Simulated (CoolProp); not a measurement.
R125 at 298.15 K and 2.07 MPa flows at 0.27 m/s in a round tube of 6 mm bore and 15 µm roughness, fully developed (64/Re and Nu = 3.66 if laminar; Colebrook and Gnielinski if turbulent). Each further row changes one setting.

Model: reference Helmholtz-energy equation of state, Lemmon 2005, in CoolProp.

| case | Reynolds number | Darcy friction factor | pressure drop (Pa/m) | heat-transfer coefficient (W/(m² K)) | mass flow (kg/h) |
|---|---|---|---|---|---|
| as stated | 13400 | 0.0327 | … | … | 33.0 |
| velocity 0.54 m/s | 26800 | 0.0295 | 859 | 1630 | 65.9 |
| diameter 12 mm | 26800 | … | 98.4 | 763 | 132 |

Question: Some entries are withheld; supply them.

Answer: 
- as stated, pressure drop (Pa/m): 238
- as stated, heat-transfer coefficient (W/(m² K)): 847
- diameter 12 mm, Darcy friction factor: 0.0270

Viscosity comes from a separate model (Huber 2006). Thermal conductivity comes from a separate model (Perkins 2006).
